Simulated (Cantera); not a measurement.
A Cantera script and what it prints.

```python
import numpy as np
import cantera as ct

gas_names = """
    O O2 O3 S SO SO2 SO3 S2 S2O S8
""".split()
cond_names = """
    S(cr1) S(cr2) S(L)
""".split()


# ... load() reads the species with a 1 bar reference pressure and builds the phases ...
atoms = {
    'SO2': {'S': 1, 'O': 2},
}
top_T = {}  # K; cautious upper limits of use, not melting points


# ... equilibrate(T, P, feed) seeds the gas with the atoms and calls Mixture.equilibrate('TP', solver="vcs", rtol=1e-11, max_steps=5000) ...
results = []
feed = {'SO2': 1}  # mol
P = 150000  # Pa
for T in [1498, 1598, 1698, 1798, 1898, 1998, 2098, 2198, 2298, 2398]:
    mix = equilibrate(T, P, feed)
    results.append((T, P, feed, dict(zip(mix.species_names, mix.species_moles))))

top = {s: max(r[3][s] / sum(r[3][g] for g in gas_names) for r in results) for s in gas_names}
cols = sorted((s for s in top if top[s] > 1e-06), key=lambda s: -top[s])[:5]
seen = [c for c in cond_names if any(r[3].get(c, 0) > 1e-12 for r in results)]
print("log10 of partial pressures in bar; condensed amounts in mol")
print(f"{'T/K':>10s}" + "".join(f"{s[:9]:>10s}" for s in cols + seen))
for T, P, feed, n in results:
    ng = sum(n[g] for g in gas_names)
    print(f"{T:10.4g}" + "".join(f"{np.log10(max(n[s] / ng * P / 1e5, 1e-99)):10.3f}" for s in cols)
          + "".join(f"{n.get(c, 0):10.4g}" for c in seen))
```

It prints:

```
log10 of partial pressures in bar; condensed amounts in mol
       T/K       SO2        SO        O2         O       SO3
      1498     0.176    -3.750    -5.084    -7.946    -3.789
      1598     0.176    -3.473    -4.321    -7.010    -3.616
      1698     0.176    -3.179    -3.749    -6.233    -3.512
      1798     0.175    -2.880    -3.314    -5.580    -3.457
      1898     0.175    -2.594    -2.964    -5.015    -3.426
      1998     0.174    -2.328    -2.667    -4.515    -3.408
      2098     0.172    -2.084    -2.408    -4.067    -3.396
      2198     0.170    -1.861    -2.177    -3.662    -3.388
      2298     0.166    -1.657    -1.969    -3.294    -3.383
      2398     0.161    -1.471    -1.782    -2.957    -3.382
```

Equilibrium computed with Cantera from the NASA thermochemical tables; the gas is ideal and each condensed phase is pure.
